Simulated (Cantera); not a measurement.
Feed: 1 mol Pb, 1.8 mol O2, 0.2 mol H2, equilibrated at 723.15 K and 210000 Pa.

Equilibrium computed with Cantera from the NASA thermochemical tables; the gas is ideal and each condensed phase is pure. Candidate condensed phases: H2O, Pb, PbO, PbO2, Pb3O4; 12 gas species. Rates play no part.

Base state: O2 0.857, H2O 0.143 (mole fractions); condensed: PbO(red).

Task: What changes in the equilibrium state with this change: temperature from 723.15 K to 1500 K?

Result: 
| species | before | after |
|---|---|---|
| O2 | 0.857 | 0.853 |
| H2O | 0.143 | 0.142 |
| PbO | <1e-9 | 0.00420 |
| OH | <1e-9 | 0.000110 |
| Pb | <1e-9 | 1.55e-5 |
| PbO(red), mol | 1.00 | 0 |
| PbO(l), mol | 0 | 0.994 |
Gases not in the tables: (PbO)n polymers.

Task: What changes in the equilibrium state with this change: 0.62 mol NH3 added?

Result: 
```tsv
species	before	after
H2O	0.143	0.520
O2	0.857	0.338
N2	0	0.143
PbO(red), mol	1.00	1.00
```
